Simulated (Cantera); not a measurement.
An isothermal, constant-pressure homogeneous reactor starts with H2 : O2 : N2 = 0.37 : 1 : 0.63 (molar parts), at 1150 K and 90.0 Torr. Integrator tolerance rtol = 1e-08.

Model: the H2/O2 subset of GRI-Mech 3.0, which has no nitrogen chemistry, integrated in Cantera. The temperature is held fixed by assumption; the heat of reaction is taken as removed at once.

Q: What does this change do: temperature 1150 to 750 K?

A: 
| quantity | before | after |
|---|---|---|
| x(H2) at 40.0 s | 3.80e-9 (gas-phase equilibrium 3.80e-9) | 0.185 (gas-phase equilibrium <1e-12) |
| x(O2) at 40.0 s | 0.449 (gas-phase equilibrium 0.449) | 0.500 (gas-phase equilibrium 0.449) |
| x(OH) at 40.0 s | 4.34e-6 (gas-phase equilibrium 4.34e-6) | 1.71e-12 (gas-phase equilibrium 5.06e-10) |
| x(H) at 40.0 s | 1.34e-11 (gas-phase equilibrium 1.34e-11) | 3.20e-11 (gas-phase equilibrium <1e-12) |
| x(HO2) at 40.0 s | 1.12e-8 (gas-phase equilibrium 1.12e-8) | 3.73e-7 (gas-phase equilibrium 6.71e-12) |
Radical loss at walls, strong at low pressure, is not modelled. Below about 950 K walls govern HO2 and H2O2 in real vessels.
